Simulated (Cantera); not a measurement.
## Equilibrium for iron carbonyl, mercury and lead vapours: Pb + O2 + H2

A closed system holds: 1 mol Pb, 0.76 mol O2, 3.1 mol H2, held at 15.8 Torr.

These are equilibrium values from Cantera (NASA tables, ideal gas, pure condensed phases), not measurements of a reactor. Candidate condensed phases: H2O, Pb, PbO, PbO2, Pb3O4; 12 gas species. Rates play no part.

| T (K) | x H2 | x H2O | x Pb | x PbO | x H | n Pb(l) |
|---|---|---|---|---|---|---|
| 898 | 0.510 | 0.490 | 6.17e-5 | 3.11e-11 | 5.39e-10 | 1.000 |
| 948 | 0.510 | 0.490 | 0.000228 | 2.72e-10 | 2.58e-9 | 0.999 |
| 998 | 0.509 | 0.490 | 0.000738 | 1.91e-9 | 1.06e-8 | 0.998 |
| 1048 | 0.509 | 0.489 | 0.00213 | 1.11e-8 | 3.80e-8 | 0.993 |
| 1098 | 0.507 | 0.488 | 0.00556 | 5.51e-8 | 1.22e-7 | 0.983 |
| 1148 | 0.503 | 0.484 | 0.0133 | 2.37e-7 | 3.51e-7 | 0.958 |
| 1198 | 0.495 | 0.476 | 0.0297 | 9.03e-7 | 9.23e-7 | 0.905 |
| 1248 | 0.478 | 0.460 | 0.0619 | 3.09e-6 | 2.23e-6 | 0.795 |
| 1298 | 0.448 | 0.431 | 0.122 | 9.60e-6 | 4.95e-6 | 0.570 |
| 1348 | 0.394 | 0.379 | 0.227 | 2.74e-5 | 1.00e-5 | 0.0868 |
| 1398 | 0.385 | 0.371 | 0.244 | 4.35e-5 | 2.03e-5 | 0 |
| 1448 | 0.385 | 0.371 | 0.244 | 6.28e-5 | 3.95e-5 | 0 |
x: gas mole fraction; n: condensed amount in mol.

From 898 K to 1348 K the condensed part is Pb(l). From 1398 K to 1448 K nothing is condensed. The main Pb-bearing gas is Pb throughout.
